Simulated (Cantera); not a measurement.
An isothermal, constant-pressure homogeneous reactor starts with 1.08 % C2H6, 98.9 % H2, at 1400 K and 12.8 Torr.

Cantera simulation using GRI-Mech 3.0 (53 species, 325 reactions); the numbers are that mechanism's predictions, not measurements. GRI-Mech 3.0 stops at C3 and has no aromatics, soot or wall deposition, so with more carbon than oxygen in the feed, carbon stays in small species such as C2H2 where larger ones or solid carbon would form. Radical loss at walls, strong at low pressure, is not modelled.

x: mole fraction; the columns are a selection and need not sum to one.

```tsv
t (s)	x C2H6	x H2	x C2H2	x H	x C2H4
0.000600	0.0103	0.989	2.26e-7	0.000121	0.000242
0.00151	0.00853	0.988	9.52e-6	0.000284	0.00137
0.00382	0.00312	0.985	0.000202	0.000570	0.00409
0.00964	…	0.984	…	0.000548	…
0.0243	1.95e-6	0.984	0.00260	0.000311	0.00312
0.0614	…	0.984	…	…	…
0.155	5.32e-7	0.984	0.00475	9.98e-5	0.000954
0.391	2.52e-7	0.984	0.00534	6.17e-5	0.000366
0.986	1.29e-7	0.984	0.00558	4.26e-5	0.000123
2.49	9.62e-8	0.984	0.00563	3.56e-5	8.03e-5
6.28	9.30e-8	0.984	0.00565	3.48e-5	7.94e-5
15.9	9.21e-8	0.984	0.00568	3.49e-5	7.98e-5
40.0	9.00e-8	0.985	0.00576	3.49e-5	8.08e-5
```

Question: Some entries are withheld; supply them.

Answer: 
- 0.00964, x C2H6: 9.76e-5
- 0.00964, x C2H2: 0.00123
- 0.00964, x C2H4: 0.00445
- 0.0614, x C2H6: 1.00e-6
- 0.0614, x C2H2: 0.00381
- 0.0614, x H: 0.000173
- 0.0614, x C2H4: 0.00190
